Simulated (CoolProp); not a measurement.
Saturation properties of cyclopentane.

Model: reference Helmholtz-energy equation of state, Gedanitz 2015, in CoolProp.

```tsv
T (K)	p (MPa)	enthalpy of vaporisation (kJ/kg)	surface tension (mN/m)
388.6	0.5911	332.4	10.2
392.4	0.6413	328.5	9.74
396.1	___	___	9.32
399.8	0.7480	320.7	8.91
403.6	___	___	8.49
407.3	0.8690	___	8.09
411	0.9338	308.1	7.70
414.7	1.002	303.8	7.31
418.5	1.076	299.2	___
```

### Question
Some entries are withheld; supply them.

### Answer

- 396.1, p (MPa): 0.6931
- 396.1, enthalpy of vaporisation (kJ/kg): 324.6
- 403.6, p (MPa): 0.8076
- 403.6, enthalpy of vaporisation (kJ/kg): 316.5
- 407.3, enthalpy of vaporisation (kJ/kg): 312.4
- 418.5, surface tension (mN/m): 6.91

It boils at 322.4 K under 1 atm.

Surface tension comes from a separate correlation (Mulero 2014).
